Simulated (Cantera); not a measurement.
## Chlorosilane synthesis and conversion: Si + Cl2 + H2 + HCl

Feed: 1 mol Si, 0.58 mol Cl2, 2.8 mol H2, 1.2 mol HCl, equilibrated at 1 atm.

Method: chemical equilibrium by Gibbs-energy minimisation in Cantera with the NASA 1993 tables (ideal gas, pure condensed phases). Candidate condensed phases: Si; 19 gas species. The tables' values for SiCl3 are old estimates; treat these amounts as uncertain. Kinetics and transport are ignored.

From 775 °C to 975 °C the condensed part is Si(s). The main Si-bearing gas is SiCl4 throughout. The share of Si in condensed phases is highest at 975 °C (38.6 %) and lowest at 775 °C (36.4 %).

```
T (°C)  log p H2  log p SiCl4  log p HCl  log p SiHCl3  log p SiCl3  n Si(s)
------  --------  -----------  ---------  ------------  -----------  -------
775        -0.08        -0.98      -1.78         -1.27        -2.73    0.364
800        -0.08        -0.99      -1.70         -1.28        -2.62    0.367
825        -0.08        -0.99      -1.63         -1.28        -2.51    0.370
850        -0.08        -1.00      -1.56         -1.29        -2.40    0.373
875        -0.09        -1.01      -1.49         -1.30        -2.30    0.376
900        -0.09        -1.02      -1.42         -1.31        -2.21    0.379
925        -0.09        -1.03      -1.36         -1.33        -2.12    0.382
950        -0.09        -1.04      -1.31         -1.34        -2.04    0.384
975        -0.10        -1.06      -1.25         -1.36        -1.96    0.386
```
log p: log10 of the partial pressure in bar; n: condensed amount in mol.
